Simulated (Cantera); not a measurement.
A Cantera script and its output.

```python
import numpy as np
import cantera as ct

gas = ct.Solution("gri30.yaml")
gas.TPX = 1075, 1000000, {'CH3OH': 2.1, 'O2': 2.42, 'N2': 9.1}
reactor = ct.IdealGasConstPressureReactor(gas, energy="on", clone=False)
net = ct.ReactorNet([reactor])
net.rtol, net.atol = 1e-08, 1e-16
show = ['CH3OH', 'O2', 'NO', 'O', 'H2O2', 'CO2', 'N2O']
times = np.geomspace(1e-06, 3, 10)

steps = ct.SolutionArray(gas, extra=["t"])
rows = []
print(f"{'t/s':>10s}{'T/K':>9s}{'P/Pa':>11s}" + "".join(f"{s:>11s}" for s in show))
for t in times:
    while net.time < t:
        t_next = net.step()
        steps.append(gas.state, t=t_next)
    rows.append([np.interp(t, steps.t, y) for y in (steps.T, steps.P, *steps(*show).X.T)])
    print(f"{t:10.3e}{rows[-1][0]:9.1f}{rows[-1][1]:11.4g}" + "".join(f"{x:11.3e}" for x in rows[-1][2:]))
rate = np.gradient(steps.T, steps.t)
print("integrator steps:", len(steps.t))
if steps.T.max() > steps.T[0] + 200:
    print(f"time of steepest temperature rise: {steps.t[rate.argmax()]:.4e} s")
gas.TPX = 1075, 1000000, {'CH3OH': 2.1, 'O2': 2.42, 'N2': 9.1}
gas.equilibrate("HP")
print(f"equilibrium (HP): T = {gas.T:.1f} K  " + "  ".join(f"{s} {gas[s].X[0]:.3e}" for s in show))
```

Output:

```
       t/s      T/K       P/Pa      CH3OH         O2         NO          O       H2O2        CO2        N2O
 1.000e-06   1075.0      1e+06  1.542e-01  1.777e-01  2.858e-24  3.473e-13  1.675e-17  4.160e-11  7.369e-18
 5.244e-06   1075.0      1e+06  1.542e-01  1.777e-01  1.782e-23  3.546e-13  3.308e-15  2.196e-10  9.324e-17
 2.750e-05   1075.0      1e+06  1.542e-01  1.777e-01  1.002e-22  3.592e-13  6.245e-13  1.153e-09  2.200e-15
 1.442e-04   1075.0      1e+06  1.542e-01  1.777e-01  5.363e-22  3.613e-13  9.092e-11  6.049e-09  6.060e-14
 7.563e-04   1075.0      1e+06  1.542e-01  1.777e-01  3.048e-21  3.779e-13  8.607e-09  3.173e-08  1.656e-12
 3.966e-03   1075.0      1e+06  1.542e-01  1.777e-01  7.515e-20  6.941e-13  3.631e-07  1.670e-07  4.288e-11
 2.080e-02   2633.5      1e+06  8.914e-14  6.200e-04  1.352e-03  2.144e-04  1.712e-07  7.066e-02  2.055e-07
 1.091e-01   2633.5      1e+06  8.914e-14  6.200e-04  1.352e-03  2.144e-04  1.712e-07  7.066e-02  2.056e-07
 5.721e-01   2633.5      1e+06  8.914e-14  6.200e-04  1.352e-03  2.144e-04  1.712e-07  7.066e-02  2.056e-07
 3.000e+00   2633.5      1e+06  8.914e-14  6.200e-04  1.352e-03  2.144e-04  1.712e-07  7.066e-02  2.056e-07
integrator steps: 2424
time of steepest temperature rise: 1.4800e-02 s
equilibrium (HP): T = 2633.5 K  CH3OH 9.216e-14  O2 6.200e-04  NO 1.352e-03  O 2.144e-04  H2O2 1.712e-07  CO2 7.066e-02  N2O 2.056e-07
```

Cantera simulation using GRI-Mech 3.0 (53 species, 325 reactions); the numbers are that mechanism's predictions, not measurements. GRI-Mech 3.0 was tuned for natural gas; its chemistry of methanol as a main component is partial and can be far from experiment.
